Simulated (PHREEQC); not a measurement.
1 kg of water holding 0.34 mol/kgw KCl and 0.012 mol/kgw CaCl2 is evaporated at 15 °C; the solids stay in contact with the brine. CO2 from the air is kept out. Solids allowed: Portlandite, Sylvite. Others were left out.

Base run: PHREEQC, Pitzer model, pitzer.dat. Each further column changes one thing. The table gives water activity.

```json
[
 {"H2O removed (mol)": "0", "base": "0.988", "temperature from 15 to 50 °C": "0.988", "temperature from 15 to 75 °C": "0.988"},
 {"H2O removed (mol)": "24.69", "base": "0.979", "temperature from 15 to 50 °C": "0.979", "temperature from 15 to 75 °C": "0.979"},
 {"H2O removed (mol)": "34.69", "base": "0.970", "temperature from 15 to 50 °C": "0.969", "temperature from 15 to 75 °C": "0.969"},
 {"H2O removed (mol)": "43.95", "base": "0.946", "temperature from 15 to 50 °C": "0.945", "temperature from 15 to 75 °C": "0.945"},
 {"H2O removed (mol)": "49.09", "base": "0.901", "temperature from 15 to 50 °C": "0.899", "temperature from 15 to 75 °C": "0.898"},
 {"H2O removed (mol)": "51.94", "base": "0.857", "temperature from 15 to 50 °C": "0.813", "temperature from 15 to 75 °C": "0.813"},
 {"H2O removed (mol)": "53.1", "base": "0.855", "temperature from 15 to 50 °C": "0.802", "temperature from 15 to 75 °C": "0.773"},
 {"H2O removed (mol)": "54.17", "base": "0.849", "temperature from 15 to 50 °C": "0.797", "temperature from 15 to 75 °C": "0.768"},
 {"H2O removed (mol)": "54.76", "base": "0.837", "temperature from 15 to 50 °C": "0.787", "temperature from 15 to 75 °C": "0.758"},
 {"H2O removed (mol)": "55.01", "base": "0.819", "temperature from 15 to 50 °C": "0.771", "temperature from 15 to 75 °C": "0.745"},
 {"H2O removed (mol)": "55.23", "base": "0.751", "temperature from 15 to 50 °C": "0.715", "temperature from 15 to 75 °C": "0.695"}
]
```

 Constants without temperature data keep their 25 °C values here.
